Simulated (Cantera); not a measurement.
A closed system holds: 1 mol HCl, 2 mol H₂, 0.25 mol O₂, held at 3000 K and 0.0133 bar.

Cantera equilibrium calculation (NASA polynomials, part measured and part estimated; ideal gas, pure solids and liquids). Candidate condensed phases: H₂O; 14 gas species. Rates play no part.

Base state: H 0.546, H₂ 0.160, Cl 0.139, HCl 0.0594, O 0.0495, OH 0.0236, H₂O 0.0208, O₂ 0.00255 (mole fractions); condensed: gas only.

What changes in the equilibrium state with this change: temperature from 3000 K to 1050 K?


```
species   before    after
-------  -------  -------
H₂         0.160    0.500
HCl       0.0594    0.333
H₂O       0.0208    0.167
H          0.546  4.97e-8
O         0.0495    <1e-9
OH        0.0236    <1e-9
Cl         0.139  3.02e-8
O₂       0.00255    <1e-9
```
